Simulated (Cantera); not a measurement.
## N2O furnace oxynitridation

An isothermal, constant-pressure homogeneous reactor starts with 16.4 % N₂O, 0.0229 % H₂, 83.6 % N₂, at 1498 K and 66.8 Torr.

Model: GRI-Mech 3.0 (53 species, 325 reactions), integrated in Cantera. GRI-Mech 3.0 was tuned for natural gas; its chemistry of N2O as a main component is partial and can be far from experiment. The temperature is held fixed by assumption; the heat of reaction is taken as removed at once.

| t (s) | x N₂O | x H₂ | x HO₂ | x N₂ | x H₂O₂ | x O₂ | x H₂O |
|---|---|---|---|---|---|---|---|
| 5.00e-6 | 0.164 | 0.000229 | <1e-12 | 0.836 | <1e-12 | 2.18e-8 | 1.86e-12 |
| 3.65e-5 | 0.164 | 0.000229 | 2.55e-10 | 0.836 | <1e-12 | 1.09e-6 | 9.00e-10 |
| 0.000266 | 0.164 | 0.000227 | 8.46e-8 | 0.836 | 5.78e-12 | 3.89e-5 | 3.21e-7 |
| 0.00194 | 0.162 | 0.000172 | 2.82e-6 | 0.837 | 2.63e-9 | 0.000528 | 3.29e-5 |
| 0.0141 | 0.152 | 1.31e-5 | 9.65e-7 | 0.841 | 4.39e-10 | 0.00417 | 0.000199 |
| 0.103 | 0.0953 | 5.21e-8 | 9.74e-8 | 0.865 | 6.19e-11 | 0.0241 | 0.000212 |
| 0.752 | 0.00471 | 6.00e-8 | 6.28e-9 | 0.905 | 3.54e-11 | 0.0567 | 0.000204 |
| 5.48 | 3.80e-7 | 5.40e-9 | 1.84e-9 | 0.907 | 3.12e-12 | 0.0586 | 0.000210 |
| 40.0 | 3.67e-7 | 5.40e-9 | 1.84e-9 | 0.907 | 3.12e-12 | 0.0587 | 0.000210 |
x: mole fraction; the columns are a selection and need not sum to one.

Equilibrium at this temperature and pressure: N₂O 1.56e-8, H₂ 4.75e-9, HO₂ 2.22e-9, N₂ 0.924, H₂O₂ 3.52e-12, O₂ 0.0752, H₂O 0.000210 (gas phase only).
